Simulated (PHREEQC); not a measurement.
Consider water at 5 °C with 0.0042 mol/kgw Al2(SO4)3, 6.8e-05 mol/kgw MgSO4, 0.0024 mol/kgw H2SO4 and 4.1e-05 mol/kgw Na2SO4. Closed to the air; pH follows from the charge balance.

Model: ion-association model, phreeqc.dat, run in PHREEQC.

No solid was allowed to form.

Question: Order these S species by the share of S that they hold, largest first: Al(SO4)2-, SO4-2, MgSO4, AlSO4+, HSO4-.

Answer: SO4-2 (45 %), AlSO4+ (40 %), Al(SO4)2- (8.5 %), HSO4- (6.4 %), MgSO4 (0.10 %)

The pH is 2.47 and the ionic strength 0.0276 mol/kgw. At this temperature some constants are extrapolated from 25 °C, and those without enthalpy data are left unchanged.
